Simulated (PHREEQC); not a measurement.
**Acid mine or pickling water: speciation**

Model water analysis in mmol/kgw, 25 °C, pH 2.23, pe 8.2: Na 4.24; K 2.67; Ca 5.52; Mg 2.58; Cl 5.64; S(6) 22.6; Al 6.47; Cu(2) 0.00605; N(5) 0.0042.

Valence states are taken as typed.

The numbers come from PHREEQC with the ion-association model, phreeqc.dat.

No solid was allowed to form.

Problem. What ionic strength, charge-balance error does the model give?

Solution. ionic strength 0.0510 mol/kgw; charge-balance error 3.2 %.

Problem. In which forms is Ca present?

Solution. Ca+2 71 %, CaSO4 28 %, CaHSO4+ 1.3 % of the Ca.

Species that the database lacks are ignored.
